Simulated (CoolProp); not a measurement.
Vapour-liquid equilibrium of dimethyl carbonate (1) + n-octane (2) at 183.25 °C; x and y are mole fractions of (1).

Model: multi-fluid Helmholtz-energy mixture model, Zhou 2011 and Beckmüller 2019; pair parameters Bell 2016, in CoolProp.

```
x     bubble pressure, mixture model (bar)  bubble pressure, Raoult's law (bar)  y, mixture model  y, Raoult's law
----  ------------------------------------  -----------------------------------  ----------------  ---------------
0.05                                 4.756                                4.272             0.181            0.116
0.2                                  6.663                                5.163             0.466            0.384
0.35                                 7.985                                6.053             0.601            0.573
0.5                                  8.882                                6.944             0.688            0.714
0.65                                 9.495                                7.835             0.759            0.822
0.8                                  9.890                                8.726             0.836            0.909
0.95                                 9.995                                9.616             0.946            0.979
```

The largest gap from Raoult's law is +31.9 % in bubble pressure, at x = 0.35. y crosses x between x = 0.8 and 0.95: the model has an azeotrope there.

The pair parameters rest on a limited set of measurements; away from them the model extrapolates.
